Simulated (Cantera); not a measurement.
Feed: 1 mol Al2O3, 120 mol H2, equilibrated at 3500 Pa.

Equilibrium computed with Cantera from the NASA thermochemical tables; the gas is ideal and each condensed phase is pure. Candidate condensed phases: Al, Al2O3, H2O; 19 gas species. Kinetics and transport are ignored. All values below are at 1275 °C.

Base state: H2 1.000, H 0.000165 (mole fractions); condensed: Al2O3(s).

Task: What changes in the equilibrium state with this change: 0.41 mol NH3 added?

Result: 
| species | before | after |
|---|---|---|
| H2 | 1.000 | 0.998 |
| N2 | 0 | 0.00170 |
| H | 0.000165 | 0.000164 |
| Al2O3(s), mol | 1.000 | 1.000 |
Further candidate phases: AlN.
